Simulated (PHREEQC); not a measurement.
Nickel, zinc or cadmium bath (model solution)

Consider water at 25 °C with 0.044 mol/kgw ZnSO4, 0.0014 mol/kgw KCl and 0.00036 mol/kgw H2SO4. Closed to the air; pH follows from the charge balance.

Equilibrium calculation in PHREEQC: ion-association model, phreeqc.dat.

Each row changes one thing in this solution. Precipitation was switched off in this run.

| case | pH | ionic strength (mol/kgw) | Zn+2 (mol/kgw) | SO4-2 (mol/kgw) | ZnSO4 (mol/kgw) | Zn(SO4)2-2 (mol/kgw) | SI of Sylvite (KCl) |
|---|---|---|---|---|---|---|---|
| as made | 3.48 | 0.0988 | 0.0243 | 0.0213 | 0.0167 | 0.00297 | -6.87 |
| 0.002 mol/kgw H4SiO4 added | 3.48 | 0.0988 | 0.0243 | 0.0213 | 0.0167 | 0.00297 | -6.87 |
| H2SO4 from 0.00036 to 0.00072 mol/kgw | 3.19 | 0.0993 | 0.0243 | 0.0213 | 0.0167 | 0.00297 | -6.87 |
| KCl from 0.0014 to 0.0028 mol/kgw | 3.48 | 0.100 | 0.0243 | 0.0213 | 0.0166 | 0.00296 | -6.27 |
| diluted 100-fold with water | 5.17 | 0.00167 | 0.000412 | 0.000415 | 2.79e-5 | 9.46e-8 | -10.65 |
| diluted 5-fold with water | 4.02 | 0.0247 | 0.00606 | 0.00597 | 0.00260 | 0.000129 | -8.15 |
| temperature from 25 to 50 °C | 3.61 | 0.0957 | 0.0235 | 0.0208 | 0.0178 | 0.00260 | -7.02 |
| H2SO4 from 0.00036 to 0.00054 mol/kgw | 3.31 | 0.0990 | 0.0243 | 0.0213 | 0.0167 | 0.00297 | -6.87 |
| 0.00064 mol/kgw CO2 added | 3.48 | 0.0988 | 0.0243 | 0.0213 | 0.0167 | 0.00297 | -6.87 |

Some of these states are supersaturated (in Quartz (slow to form), Chalcedony (slow to form), for instance). At this temperature some constants are extrapolated from 25 °C, and those without enthalpy data are left unchanged.
